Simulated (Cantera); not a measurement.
A perfectly stirred reactor is fed with CH₄ : H₂ = 1 : 9.6 (molar parts), at 0.00168 atm; it is held at 1525 K, and followed from long to short residence time.

Cantera simulation using GRI-Mech 3.0 (53 species, 325 reactions); the numbers are that mechanism's predictions, not measurements. GRI-Mech 3.0 stops at C3 and has no aromatics, soot or wall deposition, so with more carbon than oxygen in the feed, carbon stays in small species such as C2H2 where larger ones or solid carbon would form. Radical loss at walls, strong at low pressure, is not modelled.

**Question.** What does this change do: pressure from 0.00168 atm to 1.68 atm?

**Answer.** 
```
quantity                  before     after
----------------------  --------  --------
x(CH₄) at τ = 17.0 s      0.0641    0.0765
x(H₂) at τ = 17.0 s        0.922     0.915
x(C₂H₄) at τ = 17.0 s   0.000193   0.00210
x(C₂H) at τ = 17.0 s     9.20e-9  2.55e-10
x(C₂H₆) at τ = 17.0 s    3.78e-6   2.36e-5
x(CH₄) at τ = 0.100 s     0.0943    0.0898
x(H₂) at τ = 0.100 s       0.906     0.908
x(C₂H₄) at τ = 0.100 s   2.70e-7  0.000618
x(C₂H) at τ = 0.100 s     <1e-12  5.69e-11
x(C₂H₆) at τ = 0.100 s   2.41e-8   1.75e-5
```

**Question.** What does this change do: H2 9.6 to 37 parts?

**Answer.** 
```json
[
 {"quantity": "x(CH₄) at τ = 17.0 s", "before": "0.0641", "after": "0.0222"},
 {"quantity": "x(H₂) at τ = 17.0 s", "before": "0.922", "after": "0.975"},
 {"quantity": "x(C₂H₄) at τ = 17.0 s", "before": "0.000193", "after": "2.49e-5"},
 {"quantity": "x(C₂H) at τ = 17.0 s", "before": "9.20e-9", "after": "1.45e-9"},
 {"quantity": "x(C₂H₆) at τ = 17.0 s", "before": "3.78e-6", "after": "5.06e-7"},
 {"quantity": "x(CH₄) at τ = 0.100 s", "before": "0.0943", "after": "0.0263"},
 {"quantity": "x(H₂) at τ = 0.100 s", "before": "0.906", "after": "0.974"},
 {"quantity": "x(C₂H₄) at τ = 0.100 s", "before": "2.70e-7", "after": "5.35e-9"},
 {"quantity": "x(C₂H) at τ = 0.100 s", "before": "<1e-12", "after": "<1e-12"},
 {"quantity": "x(C₂H₆) at τ = 0.100 s", "before": "2.41e-8", "after": "5.04e-10"}
]
```
